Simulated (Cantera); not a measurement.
A Cantera script and what it prints.

```python
import numpy as np
import cantera as ct

gas_names = [...]  # 95 gases of nasa_gas.yaml made of C, F, H
cond_names = """
    C(gr) C6H6(L) C7H8(L) C8H18(L),n-octa
""".split()


# ... load() reads the species with a 1 bar reference pressure and builds the phases ...
atoms = {
    'CF4': {'C': 1, 'F': 4},
    'H2': {'H': 2},
}
top_T = {'C(gr)': 4500}  # K; cautious upper limits of use, not melting points


# ... equilibrate(T, P, feed) seeds the gas with the atoms and calls Mixture.equilibrate('TP', solver="vcs", rtol=1e-11, max_steps=5000) ...
results = []
feed = {'CF4': 1, 'H2': 3}  # mol
P = 13332.2  # Pa
for T in [973, 1123, 1273, 1423, 1573, 1723, 1873, 2023, 2173, 2323, 2473, 2623, 2773, 2923]:
    mix = equilibrate(T, P, feed)
    results.append((T, P, feed, dict(zip(mix.species_names, mix.species_moles))))

top = {s: max(r[3][s] / sum(r[3][g] for g in gas_names) for r in results) for s in gas_names}
cols = sorted((s for s in top if top[s] > 0.0001), key=lambda s: -top[s])[:5]
seen = [c for c in cond_names if any(r[3].get(c, 0) > 1e-12 for r in results)]
print("log10 of partial pressures in bar; condensed amounts in mol")
print(f"{'T/K':>10s}" + "".join(f"{s[:9]:>10s}" for s in cols + seen))
for T, P, feed, n in results:
    ng = sum(n[g] for g in gas_names)
    print(f"{T:10.4g}" + "".join(f"{np.log10(max(n[s] / ng * P / 1e5, 1e-99)):10.3f}" for s in cols)
          + "".join(f"{n.get(c, 0):10.4g}" for c in seen))
```

Output:

```
log10 of partial pressures in bar; condensed amounts in mol
       T/K        HF        H2         H C2H2,acet         F     C(gr)
       973    -0.972    -1.577    -9.754   -10.846   -16.253    0.9966
      1123    -0.972    -1.575    -8.158    -9.232   -13.693    0.9992
      1273    -0.972    -1.574    -6.934    -8.004   -11.730    0.9997
      1423    -0.972    -1.574    -5.965    -7.038   -10.178    0.9999
      1573    -0.972    -1.574    -5.178    -6.259    -8.919    0.9999
      1723    -0.972    -1.574    -4.526    -5.618    -7.877    0.9998
      1873    -0.972    -1.575    -3.978    -5.081    -7.000    0.9994
      2023    -0.973    -1.577    -3.510    -4.626    -6.251    0.9982
      2173    -0.973    -1.583    -3.108    -4.239    -5.603    0.9956
      2323    -0.975    -1.593    -2.760    -3.908    -5.036    0.9906
      2473    -0.978    -1.613    -2.458    -3.629    -4.534    0.9817
      2623    -0.983    -1.648    -2.199    -3.399    -4.082    0.9674
      2773    -0.991    -1.703    -1.980    -3.219    -3.670    0.9447
      2923    -1.003    -1.784    -1.799    -3.090    -3.288    0.9013
```

Method: chemical equilibrium by Gibbs-energy minimisation in Cantera with the NASA 1993 tables (ideal gas, pure condensed phases).
